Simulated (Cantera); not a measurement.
A Cantera script and its output.

```python
import numpy as np
import cantera as ct

gas = ct.Solution("gri30.yaml")
gas.TPX = 1448, 1900000, {'CH4': 1, 'O2': 2, 'N2': 7.52, 'CO2': 0.35}
reactor = ct.IdealGasConstPressureReactor(gas, energy="on", clone=False)
net = ct.ReactorNet([reactor])
net.rtol, net.atol = 1e-08, 1e-16
show = ['CH4', 'O2', 'CO2', 'HCN', 'HCO', 'C2H4']
times = np.geomspace(3e-06, 0.4, 16)

steps = ct.SolutionArray(gas, extra=["t"])
rows = []
print(f"{'t/s':>10s}{'T/K':>9s}{'P/Pa':>11s}" + "".join(f"{s:>11s}" for s in show))
for t in times:
    while net.time < t:
        t_next = net.step()
        steps.append(gas.state, t=t_next)
    rows.append([np.interp(t, steps.t, y) for y in (steps.T, steps.P, *steps(*show).X.T)])
    print(f"{t:10.3e}{rows[-1][0]:9.1f}{rows[-1][1]:11.4g}" + "".join(f"{x:11.3e}" for x in rows[-1][2:]))
rate = np.gradient(steps.T, steps.t)
print("integrator steps:", len(steps.t))
if steps.T.max() > steps.T[0] + 200:
    print(f"time of steepest temperature rise: {steps.t[rate.argmax()]:.4e} s")
gas.TPX = 1448, 1900000, {'CH4': 1, 'O2': 2, 'N2': 7.52, 'CO2': 0.35}
gas.equilibrate("HP")
print(f"equilibrium (HP): T = {gas.T:.1f} K  " + "  ".join(f"{s} {gas[s].X[0]:.3e}" for s in show))
```

It prints:

```
       t/s      T/K       P/Pa        CH4         O2        CO2        HCN        HCO       C2H4
 3.000e-06   1448.0    1.9e+06  9.199e-02  1.840e-01  3.220e-02  3.101e-18  3.094e-12  5.028e-10
 6.588e-06   1448.0    1.9e+06  9.198e-02  1.840e-01  3.220e-02  2.029e-17  2.365e-11  9.383e-09
 1.447e-05   1448.0    1.9e+06  9.194e-02  1.840e-01  3.220e-02  1.730e-16  2.458e-10  2.064e-07
 3.178e-05   1448.8    1.9e+06  9.171e-02  1.838e-01  3.220e-02  1.476e-15  2.066e-09  2.861e-06
 6.979e-05   1452.7    1.9e+06  9.078e-02  1.832e-01  3.220e-02  1.027e-14  1.240e-08  2.320e-05
 1.533e-04   1508.1    1.9e+06  8.062e-02  1.751e-01  3.220e-02  1.350e-12  4.362e-07  6.733e-04
 3.366e-04   2851.3    1.9e+06  3.549e-14  1.414e-02  8.872e-02  3.656e-09  1.142e-07  1.531e-21
 7.392e-04   2844.3    1.9e+06  3.825e-14  1.299e-02  8.839e-02  4.981e-09  1.145e-07  1.678e-21
 1.623e-03   2843.9    1.9e+06  3.843e-14  1.292e-02  8.837e-02  5.064e-09  1.145e-07  1.688e-21
 3.565e-03   2843.9    1.9e+06  3.843e-14  1.292e-02  8.837e-02  5.064e-09  1.145e-07  1.688e-21
 7.830e-03   2843.9    1.9e+06  3.843e-14  1.292e-02  8.837e-02  5.064e-09  1.145e-07  1.688e-21
 1.720e-02   2843.9    1.9e+06  3.843e-14  1.292e-02  8.837e-02  5.064e-09  1.145e-07  1.688e-21
 3.776e-02   2843.9    1.9e+06  3.843e-14  1.292e-02  8.837e-02  5.064e-09  1.145e-07  1.688e-21
 8.293e-02   2843.9    1.9e+06  3.843e-14  1.292e-02  8.837e-02  5.064e-09  1.145e-07  1.688e-21
 1.821e-01   2843.9    1.9e+06  3.843e-14  1.292e-02  8.837e-02  5.064e-09  1.145e-07  1.688e-21
 4.000e-01   2843.9    1.9e+06  3.843e-14  1.292e-02  8.837e-02  5.064e-09  1.145e-07  1.688e-21
integrator steps: 1986
time of steepest temperature rise: 1.8016e-04 s
equilibrium (HP): T = 2843.9 K  CH4 4.796e-14  O2 1.292e-02  CO2 8.837e-02  HCN 5.064e-09  HCO 1.145e-07  C2H4 1.842e-21
```

Detailed kinetics in Cantera: GRI-Mech 3.0 (53 species, 325 reactions). The pressure lies above the range GRI-Mech 3.0 was tuned for (to about 10 atm).
